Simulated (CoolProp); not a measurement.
A single-stage vapour-compression cycle with the fluid: evaporating at 195.15 K (dew point), condensing at 218.15 K (bubble point), superheat 2 K, subcooling 0 K, compressor efficiency 0.6, no pressure losses. The same conditions are run with several fluids, on thermodynamics alone (safety and materials aside).

The numbers come from the reference Helmholtz-energy equation of state of each fluid (propane: Lemmon 2009; fluoroethane (R161): Wu 2012; CF4 (R14): Platzer 1990; propylene: Lemmon 2013; R22: Kamei 1995; ethane: Bücker 2006) in CoolProp. The equations of Platzer and Polt are older, rougher fits.

| fluid | cooling COP | pressure ratio | discharge temperature (K) | refrigerating effect (kJ/kg) | volumetric capacity (kJ/m³) |
|---|---|---|---|---|---|
| propane | 4.68 | 3.71 | 262.0 | 414 | 167 |
| fluoroethane (R161) | 4.61 | 4.20 | 282.9 | 423 | 125 |
| CF4 (R14) | 3.37 | 2.18 | 242.4 | 66.1 | 5930 |
| propylene | 4.65 | 3.60 | 268.1 | 424 | 218 |
| R22 | 4.59 | 4.14 | 284.8 | 232 | 148 |
| ethane | 4.55 | 2.65 | 261.2 | 419 | 1400 |
